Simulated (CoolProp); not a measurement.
Properties of CH3F (R41) along the isotherm 84.95 °C (Tc = 44.1 °C, pc = 5906 kPa, ω = 0.200).

Values from CoolProp's reference Helmholtz-energy equation of state, Lemmon 2006. It is a short technical equation, of lower accuracy than the large ones.

```tsv
p (kPa)	phase	density (kg/m³)	expansivity (1/kK)
187	gas	2.156	2.871
315	gas	3.652	2.927
532	gas	6.230	3.025
898	gas	10.70	3.199
1510	gas	18.54	3.522
2560	gas	33.21	…
4310	gas	…	5.744
7280	supercritical	131.8	11.01
12300	supercritical	…	18.52
20700	supercritical	512.4	6.550
35000	supercritical	605.8	3.592
59100	supercritical	683.3	2.340
```

### Question
Complete the blanks.

### Answer

- 2560, expansivity (1/kK): 4.187
- 4310, density (kg/m³): 62.06
- 12300, density (kg/m³): 347.4
